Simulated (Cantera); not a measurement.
A freely propagating, adiabatic, planar premixed flame of CH4 : H2 : O2 : N2 = 1 : 0.18 : 2.09 : 7.86 (molar parts), unburnt at 575 K and 500000 Pa; mixture-averaged transport, grid criteria slope 0.08 and curve 0.16, no radiation.

Detailed kinetics in Cantera: GRI-Mech 3.0 (53 species, 325 reactions). Burning velocities carry a grid error of a few per cent, more on coarse grids.

x: mole fraction of selected species; z is measured from the peak of heat release.

```tsv
z (mm)	T (K)	u (m/s)	x CH4	x H2	x O2	x NO	x C2H2	x CH2
-0.291	575	0.750	0.0898	0.0163	0.188	<1e-8	<1e-8	<1e-8
-0.194	579	0.756	0.0895	0.0166	0.187	<1e-8	8.62e-8	<1e-8
-0.146	590	0.771	0.0887	0.0169	0.187	4.05e-8	4.02e-7	<1e-8
-0.0970	664	0.870	0.0840	0.0176	0.181	3.48e-7	3.90e-6	<1e-8
-0.0485	1066	1.41	0.0591	0.0186	0.147	4.29e-6	3.98e-5	5.07e-8
-0.0243	1484	1.98	0.0324	0.0191	0.105	1.07e-5	0.000104	3.53e-6
0	1893	2.53	0.00719	0.0175	0.0566	2.11e-5	0.000178	4.66e-5
0.0243	2076	2.77	0.000392	0.0129	0.0296	3.44e-5	2.70e-5	1.50e-5
0.0485	2147	2.85	1.09e-5	0.0107	0.0209	4.38e-5	7.15e-7	6.52e-7
0.0970	2228	2.94	[?]	[?]	[?]	[?]	<1e-8	<1e-8
0.194	2307	3.03	<1e-8	0.00750	0.0120	7.06e-5	<1e-8	<1e-8
0.388	2367	3.10	<1e-8	0.00576	0.00924	9.40e-5	<1e-8	<1e-8
0.776	2402	3.14	<1e-8	[?]	[?]	[?]	<1e-8	<1e-8
```

Question: Complete the blanks.

Answer: 
- 0.0970, x CH4: 1.62e-8
- 0.0970, x H2: 0.00929
- 0.0970, x O2: 0.0157
- 0.0970, x NO: 5.49e-5
- 0.776, x H2: 0.00464
- 0.776, x O2: 0.00746
- 0.776, x NO: 0.000130
